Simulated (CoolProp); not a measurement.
1-butene along the isobar 48.1 bar: density (kg/m³) from the reference equation and from simpler models built on Tc = 146.1 °C, pc = 40.06 bar, ω = 0.192; each cubic takes its own stable root.

The numbers come from the reference Helmholtz-energy equation of state, Lemmon 2005 in CoolProp. It is a short technical equation, of lower accuracy than the large ones.

```json
[
 {"T (°C)": "-64.45", "phase": "liquid", "reference": "692.7"},
 {"T (°C)": "-35.05", "phase": "liquid", "reference": "662.3"},
 {"T (°C)": "-5.65", "phase": "liquid", "reference": "630.9"},
 {"T (°C)": "23.65", "phase": "liquid", "reference": "597.8"},
 {"T (°C)": "53.05", "phase": "liquid", "reference": "561.6"},
 {"T (°C)": "82.35", "phase": "liquid", "reference": "520.4"},
 {"T (°C)": "111.75", "phase": "liquid", "reference": "469.3"},
 {"T (°C)": "141.15", "phase": "liquid", "reference": "390.4"},
 {"T (°C)": "170.45", "phase": "supercritical", "reference": "145.5"},
 {"T (°C)": "199.85", "phase": "supercritical", "reference": "103.3"}
]
```

### Question
How far does each simpler model (van der Waals, Soave-Redlich-Kwong) lie from the reference over these 10 states: mean and median of the absolute difference, and the worst?

### Answer
- van der Waals: mean 29.9 %, median 35.8 %, worst -37.9 % at -64.45 °C and 48.1 bar
- Soave-Redlich-Kwong: mean 8.2 %, median 7.3 %, worst -17.1 % at 141.15 °C and 48.1 bar
